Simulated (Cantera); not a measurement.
Cantera run:

```python
import numpy as np
import cantera as ct

gas_names = [...]  # 109 gases of nasa_gas.yaml made of C, Cl, H, Si
cond_names = """
    C(gr) C6H6(L) C7H8(L) C8H18(L),n-octa Si(cr) Si(L) SiC(b)
""".split()


# ... load() reads the species with a 1 bar reference pressure and builds the phases ...
atoms = {
    'SiCl4': {'Si': 1, 'CL': 4},
    'C3H8': {'C': 3, 'H': 8},
    'H2': {'H': 2},
}
top_T = {'C(gr)': 4500, 'SiC(b)': 3050}  # K; cautious upper limits of use, not melting points


# ... equilibrate(T, P, feed) seeds the gas with the atoms and calls Mixture.equilibrate('TP', solver="vcs", rtol=1e-11, max_steps=5000) ...
results = []
feed = {'SiCl4': 1, 'C3H8': 0.071, 'H2': 7.2}  # mol
P = 6200  # Pa
for T in [1398, 1473, 1548, 1623, 1698, 1773, 1848, 1923, 1998, 2073, 2148, 2223, 2298, 2373]:
    mix = equilibrate(T, P, feed)
    results.append((T, P, feed, dict(zip(mix.species_names, mix.species_moles))))

top = {s: max(r[3][s] / sum(r[3][g] for g in gas_names) for r in results) for s in gas_names}
cols = sorted((s for s in top if top[s] > 0.0001), key=lambda s: -top[s])[:5]
seen = [c for c in cond_names if any(r[3].get(c, 0) > 1e-12 for r in results)]
print("log10 of partial pressures in bar; condensed amounts in mol")
print(f"{'T/K':>10s}" + "".join(f"{s[:9]:>10s}" for s in cols + seen))
for T, P, feed, n in results:
    ng = sum(n[g] for g in gas_names)
    print(f"{T:10.4g}" + "".join(f"{np.log10(max(n[s] / ng * P / 1e5, 1e-99)):10.3f}" for s in cols)
          + "".join(f"{n.get(c, 0):10.4g}" for c in seen))
```

It prints:

```
log10 of partial pressures in bar; condensed amounts in mol
       T/K        H2       HCL     SiCL2         H     SiCL4    SiC(b)
      1398    -1.358    -1.893    -2.534    -6.004    -2.926     0.213
      1473    -1.370    -1.849    -2.423    -5.583    -3.271     0.213
      1548    -1.378    -1.826    -2.365    -5.201    -3.660     0.213
      1623    -1.382    -1.815    -2.335    -4.851    -4.055     0.213
      1698    -1.384    -1.809    -2.318    -4.532    -4.437     0.213
      1773    -1.386    -1.806    -2.309    -4.239    -4.796     0.213
      1848    -1.387    -1.805    -2.304    -3.969    -5.130    0.2129
      1923    -1.388    -1.804    -2.302    -3.720    -5.441    0.2129
      1998    -1.390    -1.804    -2.302    -3.490    -5.731    0.2127
      2073    -1.392    -1.805    -2.306    -3.276    -6.001    0.2122
      2148    -1.396    -1.804    -2.315    -3.078    -6.256    0.2109
      2223    -1.403    -1.803    -2.332    -2.895    -6.496    0.2076
      2298    -1.413    -1.801    -2.360    -2.725    -6.726    0.1992
      2373    -1.427    -1.799    -2.403    -2.568    -6.952    0.1767
```

Equilibrium computed with Cantera from the NASA thermochemical tables; the gas is ideal and each condensed phase is pure. The tables' values for SiCl3, SiCl are old estimates; treat these amounts as uncertain. Gases not in the tables: Si2H6 and higher silanes.
